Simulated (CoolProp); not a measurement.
o-xylene along the isotherm 163.15 °C: fugacity coefficient from the reference equation and from simpler models built on Tc = 357.1 °C, pc = 3.737 MPa, ω = 0.312; each cubic takes its own stable root.

Values from CoolProp's reference Helmholtz-energy equation of state, Zhou 2012.

| p (MPa) | phase | reference |
|---|---|---|
| 0.0295 | gas | 0.9890 |
| 0.0477 | gas | 0.9822 |
| 0.0771 | gas | 0.9712 |
| 0.125 | gas | 0.9532 |
| 0.201 | liquid | 0.7603 |
| 0.325 | liquid | 0.4725 |
| 0.525 | liquid | 0.2948 |
| 0.849 | liquid | 0.1846 |
| 1.37 | liquid | 0.1167 |
| 2.22 | liquid | 0.07446 |
| 3.58 | liquid | 0.04867 |
| 5.78 | liquid | 0.03281 |
| 9.34 | liquid | 0.02328 |

Task: How far does each simpler model (van der Waals, Redlich-Kwong, Soave-Redlich-Kwong) lie from the reference over these 13 states: mean and median of the absolute difference, and the worst?

Result: 
- van der Waals: mean 178.1 %, median 205.9 %, worst +393.6 % at 163.15 °C and 9.34 MPa
- Redlich-Kwong: mean 53.1 %, median 79.6 %, worst +90.4 % at 163.15 °C and 9.34 MPa
- Soave-Redlich-Kwong: mean 1.9 %, median 1.4 %, worst +5.8 % at 163.15 °C and 9.34 MPa

At some of these states van der Waals, Redlich-Kwong gives the other phase, because its saturation line lies elsewhere.
